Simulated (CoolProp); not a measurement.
Vapour-liquid equilibrium of CHF3 (R23) (1) + propylene (2) at -10.75 °C; x and y are mole fractions of (1).

The numbers come from the multi-fluid Helmholtz-energy mixture model, Penoncello 2003 and Lemmon 2013; pair parameters Bell 2016 in CoolProp.

| x | bubble pressure (MPa) | y at the bubble point | dew pressure at overall composition x (MPa) | liquid density (mol/L) |
|---|---|---|---|---|
| 0.05 | 0.5860 | 0.292 | 0.4397 | 13.43 |
| 0.15 | 0.8664 | 0.536 | 0.4908 | 13.59 |
| 0.25 | 1.083 | 0.644 | 0.5545 | 13.74 |
| 0.35 | 1.249 | 0.707 | 0.6360 | 13.90 |
| 0.45 | 1.379 | 0.751 | 0.7436 | 14.06 |
| 0.55 | 1.487 | 0.787 | 0.8904 | 14.25 |
| 0.65 | 1.581 | 0.821 | 1.097 | 14.47 |
| 0.75 | 1.668 | 0.858 | 1.377 | 14.74 |
| 0.85 | 1.749 | 0.902 | 1.651 | 15.10 |
| 0.95 | 1.818 | 0.962 | 1.808 | 15.57 |

No azeotrope shows between x = 0.05 and 0.95.

Pair parameters are fitted to limited data, so mixtures are less certain than the pure fluids.
